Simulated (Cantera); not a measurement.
A closed system holds: 1 mol B, 3.3 mol H₂O, 9.2 mol H₂, equilibrated at 1223.15 K and 75.0 Torr.

These are equilibrium values from Cantera (NASA tables, ideal gas, pure condensed phases), not measurements of a reactor. Candidate condensed phases: B, B₂O₃, B₃O₃H₃, H₂O; 23 gas species. Gases not in the tables: H₃BO₃. The numbers say what is thermodynamically allowed, not how fast it happens.

### Question
What is the equilibrium state?

### Answer
- x(H₂) = 0.855
- x(H₂O) = 0.143
- x(HBO₂) = 0.00137
- x((HBO₂)₃) = 0.000183
- n(B₂O₃(l)) = 0.488 mol
- gas amount = 12.51 mol
- log10 activity of B(s) (absent) = -8.02
- log10 activity of B₃O₃H₃(s) (absent) = -15.67
